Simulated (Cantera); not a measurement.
An adiabatic, constant-volume homogeneous reactor starts with CH₄ : C₂H₆ : O₂ : N₂ : H₂O = 1 : 0.062 : 1.17 : 26 : 3.1 (molar parts), equivalence ratio 1.9, at 1723 K and 4.93 atm.

Detailed kinetics in Cantera: GRI-Mech 3.0 (53 species, 325 reactions).

One state of this run: T (K) = 2103; P (bar) = 6.31; x CH₄ = 4.01e-8; x C₂H₆ = <1e-12; x O₂ = 4.70e-7; x C₂H = 3.55e-12; x OH = 8.86e-5. x: mole fraction; the columns are a selection and need not sum to one.

Q: Which value of t (s) does it belong to?
A. 0.00621
B. 1.84e-5
C. 0.00145
D. 4.29e-6

A: A, 0.00621
